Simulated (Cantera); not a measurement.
Feed: 1 mol B₂H₆, 1.9 mol O₂, 74 mol H₂, held at 10.0 mbar.

Cantera equilibrium calculation (NASA polynomials, part measured and part estimated; ideal gas, pure solids and liquids). Candidate condensed phases: B, B₂O₃, B₃O₃H₃, H₂O; 23 gas species. The feed counts by its element totals alone. Rates play no part. All values below are at 1923 K.

Base state: H₂ 0.960, HBO₂ 0.0132, H 0.00923, H₂O 0.00772, HBO 0.00688, B₂O₃ 0.00206, BO 0.00103, B₂O₂ 0.000151 (mole fractions); condensed: gas only.

Q: What changes in the equilibrium state with this change: O₂ from 1.9 to 0.23 mol?

A: 
| species | before | after |
|---|---|---|
| H₂ | 0.960 | 0.985 |
| H | 0.00923 | 0.00935 |
| HBO | 0.00688 | 0.00501 |
| HBO₂ | 0.0132 | 1.07e-6 |
| H₂O | 0.00772 | 8.82e-7 |
| B₂O₃ | 0.00206 | 1.19e-7 |
| BO₂ | 1.32e-5 | 1.06e-9 |
| BH₂ | 4.39e-8 | 0.000291 |
| B₂O₂ | 0.000151 | 7.84e-5 |
| B(s), mol | 0 | 1.52 |
The tables' values for BH₂ are old estimates; treat these amounts as uncertain.

Q: What changes in the equilibrium state with this change: H₂ from 74 to 2.2 mol?

A: 
| species | before | after |
|---|---|---|
| H₂ | 0.960 | 0.690 |
| HBO₂ | 0.0132 | 0.179 |
| B₂O₃ | 0.00206 | 0.0638 |
| H₂O | 0.00772 | 0.0461 |
| HBO | 0.00688 | 0.0113 |
| BO₂ | 1.32e-5 | 0.000211 |
| OH | 6.39e-6 | 4.50e-5 |
| B₂O₂ | 0.000151 | 0.000564 |
